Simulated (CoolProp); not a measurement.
A single-stage vapour-compression cycle with n-perfluorobutane: evaporating at 230.15 K (dew point), condensing at 257.15 K (bubble point), superheat 0 K, subcooling 8 K, compressor efficiency 0.65, no pressure losses. Each further row changes one setting.

Computed with CoolProp (reference Helmholtz-energy equation of state, Gao 2022).

```
case                              cooling COP  pressure ratio  discharge temperature (K)  refrigerating effect (kJ/kg)  volumetric capacity (kJ/m³)
--------------------------------  -----------  --------------  -------------------------  ----------------------------  ---------------------------
as stated                                5.16            4.13                      257.1                          90.2                          152
evaporating temperature 235.15 K         6.68            3.08                      257.1                          93.9                          209
condensing temperature 252.15 K          6.54            3.27                      252.1                          95.5                          162
subcooling 13 K                          5.47            4.13                      257.1                          95.5                          162
superheat 10 K                           5.27            4.13                      264.2                          97.9                          158
compressor efficiency 0.55               4.37            4.13                      257.2                          90.2                          152
```

The compression ends wet for: as stated; evaporating temperature 235.15 K; condensing temperature 252.15 K; subcooling 13 K.
